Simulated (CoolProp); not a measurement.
Carbon dioxide at 326.49 K and 0.165 MPa flows at 0.43 m/s in a round tube of 6 mm bore and 1.5 µm roughness, fully developed (64/Re and Nu = 3.66 if laminar; Colebrook and Gnielinski if turbulent). Each further row changes one setting.

The numbers come from the reference Helmholtz-energy equation of state, Span 1996 in CoolProp.

```tsv
case	Reynolds number	Darcy friction factor	pressure drop (Pa/m)	heat-transfer coefficient (W/(m² K))	mass flow (kg/h)
as stated	[?]	[?]	[?]	11.5	[?]
velocity 0.86 m/s	854	0.0750	[?]	11.5	[?]
diameter 12 mm	854	0.0750	1.55	[?]	[?]
```

### Question
Complete the blanks.

### Answer

- as stated, Reynolds number: 427
- as stated, Darcy friction factor: 0.150
- as stated, pressure drop (Pa/m): 6.22
- as stated, mass flow (kg/h): 0.118
- velocity 0.86 m/s, pressure drop (Pa/m): 12.4
- velocity 0.86 m/s, mass flow (kg/h): 0.236
- diameter 12 mm, heat-transfer coefficient (W/(m² K)): 5.75
- diameter 12 mm, mass flow (kg/h): 0.471

Viscosity comes from a separate model (Laesecke 2017). Thermal conductivity comes from a separate model (Huber 2016).
